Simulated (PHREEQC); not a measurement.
1 kg of water holding 0.087 mol/kgw KCl and 0.11 mol/kgw Na2SO4 meets 20 L of dry gas (CO2 0.12, CH4 0.57, H2S 0.31 by moles) at fixed total pressure, at 60 °C; fugacities by Peng-Robinson. The gases take part in no redox reaction, some water evaporates into the gas, and hydrates or a liquid gas phase aren't modelled. Precipitation was switched off in this run.

Computed with PHREEQC (ion-association model, phreeqc.dat).

```json
[
 {"P (atm)": "1", "dissolved CO2 (all carbonate carbon) (mol/kgw)": "0.00150", "φ of CO2": "0.996", "p of CO2 (atm)": "0.0966", "dissolved CH4 (mol/kgw)": "0.000439", "φ of CH4": "0.999", "p of CH4 (atm)": "0.466"},
 {"P (atm)": "2", "dissolved CO2 (all carbonate carbon) (mol/kgw)": "0.00332", "φ of CO2": "0.992", "p of CO2 (atm)": "0.217", "dissolved CH4 (mol/kgw)": "0.000984", "φ of CH4": "0.998", "p of CH4 (atm)": "1.05"},
 {"P (atm)": "3", "dissolved CO2 (all carbonate carbon) (mol/kgw)": "0.00511", "φ of CO2": "0.988", "p of CO2 (atm)": "0.336", "dissolved CH4 (mol/kgw)": "0.00153", "φ of CH4": "0.996", "p of CH4 (atm)": "1.63"},
 {"P (atm)": "5", "dissolved CO2 (all carbonate carbon) (mol/kgw)": "0.00864", "φ of CO2": "0.980", "p of CO2 (atm)": "0.576", "dissolved CH4 (mol/kgw)": "0.00260", "φ of CH4": "0.994", "p of CH4 (atm)": "2.79"},
 {"P (atm)": "7.5", "dissolved CO2 (all carbonate carbon) (mol/kgw)": "0.0129", "φ of CO2": "0.971", "p of CO2 (atm)": "0.876", "dissolved CH4 (mol/kgw)": "0.00393", "φ of CH4": "0.990", "p of CH4 (atm)": "4.24"},
 {"P (atm)": "10", "dissolved CO2 (all carbonate carbon) (mol/kgw)": "0.0171", "φ of CO2": "0.961", "p of CO2 (atm)": "1.18", "dissolved CH4 (mol/kgw)": "0.00524", "φ of CH4": "0.987", "p of CH4 (atm)": "5.69"},
 {"P (atm)": "15", "dissolved CO2 (all carbonate carbon) (mol/kgw)": "0.0252", "φ of CO2": "0.943", "p of CO2 (atm)": "1.78", "dissolved CH4 (mol/kgw)": "0.00780", "φ of CH4": "0.980", "p of CH4 (atm)": "8.58"}
]
```

Away from 25 °C the constants follow the database's enthalpies or fits; those with neither stay at their 25 °C values.
